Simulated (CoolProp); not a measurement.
Octamethyltrisiloxane (MDM) along the isotherm 575 K: density (kg/m³) from the reference equation and from simpler models built on Tc = 565.4 K, pc = 1.438 MPa, ω = 0.528; each cubic takes its own stable root.

Model: reference Helmholtz-energy equation of state, Thol 2017, in CoolProp.

```csv
p (MPa),phase,reference
0.00682,gas,0.3379
0.014,gas,0.6948
0.0288,gas,1.434
0.059,gas,2.957
0.121,gas,6.151
0.249,gas,13.06
0.511,gas,28.81
1.05,gas,73.48
2.16,supercritical,409.4
```

Q: How far does each simpler model (ideal gas, van der Waals, Redlich-Kwong, Soave-Redlich-Kwong, Peng-Robinson) lie from the reference over these 9 states: mean and median of the absolute difference, and the worst?

A: 
- ideal gas: mean 14.0 %, median 2.7 %, worst -73.9 % at 575 K and 2.16 MPa
- van der Waals: mean 3.6 %, median 0.2 %, worst -26.7 % at 575 K and 2.16 MPa
- Redlich-Kwong: mean 1.6 %, median 0.1 %, worst -13.8 % at 575 K and 2.16 MPa
- Soave-Redlich-Kwong: mean 2.0 %, median 0.0 %, worst -16.7 % at 575 K and 2.16 MPa
- Peng-Robinson: mean 1.5 %, median 0.4 %, worst -8.4 % at 575 K and 2.16 MPa
